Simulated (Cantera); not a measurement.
A perfectly stirred reactor is fed with CH4 : CO2 = 1 : 0.27 (molar parts), at 3750 Torr; it is held at 1923 K, and followed from long to short residence time.

Computed with Cantera and GRI-Mech 3.0 (53 species, 325 reactions). GRI-Mech 3.0 stops at C3 and has no aromatics, soot or wall deposition, so with more carbon than oxygen in the feed, carbon stays in small species such as C2H2 where larger ones or solid carbon would form.

### Question
Predict: x(CH4) at τ = 1.90 s; x(CO2) at τ = 1.90 s; x(CH2CO) at τ = 1.90 s; x(CH3) at τ = 1.90 s; x(C2H4) at τ = 1.90 s; x(CH4) at τ = 36.0 ms; x(CO2) at τ = 36.0 ms; x(CH2CO) at τ = 36.0 ms; x(CH3) at τ = 36.0 ms; x(C2H4) at τ = 36.0 ms.

### Answer
```json
{
  "x(CH4) at τ = 1.90 s": "0.0225",
  "x(CO2) at τ = 1.90 s": "0.000121",
  "x(CH2CO) at τ = 1.90 s": "2.53e-6",
  "x(CH3) at τ = 1.90 s": "0.000241",
  "x(C2H4) at τ = 1.90 s": "0.00432",
  "x(CH4) at τ = 36.0 ms": "0.0410",
  "x(CO2) at τ = 36.0 ms": "0.00431",
  "x(CH2CO) at τ = 36.0 ms": "1.93e-5",
  "x(CH3) at τ = 36.0 ms": "0.000447",
  "x(C2H4) at τ = 36.0 ms": "0.00469"
}
```
